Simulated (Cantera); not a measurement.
Charge: 1 mol AlN, 3.6 mol H2O, 32 mol H2, at 1925 K and 1330 Pa.

These are equilibrium values from Cantera (NASA tables, ideal gas, pure condensed phases), not measurements of a reactor. Candidate condensed phases: Al, AlN, Al2O3, H2O; 35 gas species. Rates play no part.

Base state: H2 0.920, H2O 0.0579, N2 0.0138, H 0.00794, OH 4.32e-5 (mole fractions); condensed: Al2O3(s).

Q: What changes in the equilibrium state with this change: temperature from 1925 K to 1325 K?

A: 
```json
[
 {"species": "H2", "before": "0.920", "after": "0.928"},
 {"species": "H2O", "before": "0.0579", "after": "0.0582"},
 {"species": "N2", "before": "0.0138", "after": "0.0139"},
 {"species": "H", "before": "0.00794", "after": "1.36e-5"},
 {"species": "OH", "before": "4.32e-5", "after": "1.25e-8"},
 {"species": "Al2O3(s), mol", "before": "0.500", "after": "0.500"}
]
```
